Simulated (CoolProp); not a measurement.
A closed Brayton cycle with nitrogen: compressor inlet 324.15 K and 3.6 MPa, high pressure 11.6 MPa, turbine inlet 935 K, compressor efficiency 0.89, turbine efficiency 0.93, recuperator effectiveness 0.95 (on enthalpy, no pinch check). Each further row changes one setting.

Model: reference Helmholtz-energy equation of state, Span 2000, in CoolProp.

| case | thermal efficiency (%) | net work (kJ/kg) | compressor to turbine work | compressor exit (K) | turbine exit (K) |
|---|---|---|---|---|---|
| as stated | 40.0 | 113 | 0.58 | 470.2 | 703.8 |
| turbine inlet 885 K | 37.0 | 98.5 | … | 470.2 | 664.2 |
| compressor inlet 334.15 K | 38.4 | 108 | 0.60 | 484.5 | 703.8 |
| high pressure 9.86 MPa | 41.6 | … | 0.55 | … | … |
| recuperator effectiveness 0.5 | … | 113 | 0.58 | 470.2 | 703.8 |

Question: Some entries are withheld; supply them.

Answer: 
- turbine inlet 885 K, compressor to turbine work: 0.61
- high pressure 9.86 MPa, net work (kJ/kg): 105
- high pressure 9.86 MPa, compressor exit (K): 447.0
- high pressure 9.86 MPa, turbine exit (K): 732.4
- recuperator effectiveness 0.5, thermal efficiency (%): 28.5
